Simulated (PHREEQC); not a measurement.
Dissolve 0.24 mol/kgw HF, 0.32 mol/kgw NH4F and 0.0099 mol/kgw HCl at 20 °C. Closed to the air; pH follows from the charge balance.

Equilibrium calculation in PHREEQC: ion-association model, phreeqc.dat.

No solid was allowed to form.

**Question.** What pH, activity of water does the model give?

**Answer.** pH 3.09; activity of water 0.987.

**Question.** In which forms is F present?

**Answer.** HF2- 38 %, F- 37 %, HF 26 % of the F.

Species that the database lacks are ignored.
